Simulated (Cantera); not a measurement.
Input: 1 mol CH3SiCl3, 0.85 mol C2H4, 87 mol H2, held at 12.0 Torr.

These are equilibrium values from Cantera (NASA tables, ideal gas, pure condensed phases), not measurements of a reactor. Candidate condensed phases: C, C6H6, C7H8, C8H18, Si, SiC; 109 gas species. The feed counts by its element totals alone. Equilibrium is a limit: real reactors are often held back by kinetics, nucleation or transport. All values below are at 1450 K.

Base state: H2 0.967, HCl 0.0327, H 7.35e-5, CH4 4.94e-5, SiCl2 2.03e-5 (mole fractions); condensed: C(graphite) + SiC(s).

What changes in the equilibrium state with this change: CH3SiCl3 replaced by SiH4?


```tsv
species	before	after
H2	0.967	1.000
H	7.35e-5	7.48e-5
CH4	4.94e-5	5.28e-5
HCl	0.0327	0
SiCl2	2.03e-5	0
C(graphite), mol	1.70	0.694
SiC(s), mol	0.998	1.000
```
